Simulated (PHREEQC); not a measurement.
Make-up at 25 °C: 0.0024 mol NaHS, 0.00022 mol HCl and 0.00014 mol ZnCl2 per kg of water. Closed to the air; pH follows from the charge balance.

Model: ion-association model, wateq4f.dat, run in PHREEQC.

Precipitation was switched off in this run.

### Question
Order these S species by the share of S that they hold, largest first: Zn(HS)2, H2S, HS-, Zn(HS)3-.

### Answer
HS- (79 %), Zn(HS)2 (11 %), H2S (9.2 %), Zn(HS)3- (0.47 %)

The pH is 7.85 and the ionic strength 0.00240 mol/kgw. Saturation is exceeded, for instance for ZnS(a), Sphalerite (slow to form); the values hold only as long as no solid forms. Complexes and solids missing from the database can't appear. The polysulfide entries of wateq4f.dat were taken out for this run.
